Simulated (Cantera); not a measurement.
A freely propagating, adiabatic, planar premixed flame of H₂ : O₂ : N₂ = 1 : 0.312 : 0.969 (molar parts), unburnt at 600 K and 150 Torr; mixture-averaged transport, grid criteria slope 0.08 and curve 0.16, no radiation.

Detailed kinetics in Cantera: the H2/O2 subset of GRI-Mech 3.0, which has no nitrogen chemistry. Burning velocities carry a grid error of a few per cent, more on coarse grids.

x: mole fraction of selected species; z is measured from the peak of heat release.

| z (mm) | T (K) | u (m/s) | x H₂ | x O₂ | x HO₂ | x H₂O₂ | x H₂O | x OH |
|---|---|---|---|---|---|---|---|---|
| -10.3 | 600 | 8.20 | 0.438 | 0.137 | <1e-8 | <1e-8 | <1e-8 | <1e-8 |
| -6.86 | 600 | 8.20 | 0.438 | 0.137 | <1e-8 | <1e-8 | <1e-8 | <1e-8 |
| -5.15 | 600 | 8.20 | 0.438 | 0.137 | <1e-8 | <1e-8 | <1e-8 | <1e-8 |
| -3.43 | 600 | 8.20 | 0.438 | 0.137 | 5.35e-7 | <1e-8 | 2.41e-8 | <1e-8 |
| -1.72 | 610 | 8.32 | 0.437 | 0.137 | 7.08e-5 | 5.59e-7 | 0.000579 | 3.68e-5 |
| -0.858 | 750 | 10.1 | 0.410 | 0.133 | 4.64e-5 | 9.22e-7 | 0.0130 | 0.000375 |
| 0 | 1164 | 15.2 | 0.248 | 0.0766 | 1.81e-5 | 6.95e-7 | 0.128 | 0.00344 |
| 0.858 | 1434 | 18.6 | 0.136 | 0.0141 | 3.25e-6 | 6.09e-7 | 0.246 | 0.00717 |
| 1.72 | 1543 | 19.8 | 0.131 | ___ | ___ | ___ | 0.260 | ___ |
| 3.43 | 1668 | 21.3 | 0.139 | 0.00622 | 1.15e-6 | 3.36e-7 | 0.264 | 0.0106 |
| 6.86 | 1816 | 22.9 | 0.148 | 0.00506 | 8.35e-7 | 1.90e-7 | 0.268 | 0.0123 |
| 13.7 | 1973 | 24.6 | 0.157 | 0.00377 | 5.81e-7 | 9.93e-8 | 0.275 | 0.0132 |
| 27.5 | 2124 | 26.1 | 0.164 | ___ | ___ | ___ | 0.283 | 0.0131 |

Q: Some entries are withheld; supply them.

A: 
- 1.72, x O₂: 0.00748
- 1.72, x HO₂: 1.57e-6
- 1.72, x H₂O₂: 4.92e-7
- 1.72, x OH: 0.00879
- 27.5, x O₂: 0.00255
- 27.5, x HO₂: 4.05e-7
- 27.5, x H₂O₂: 5.43e-8
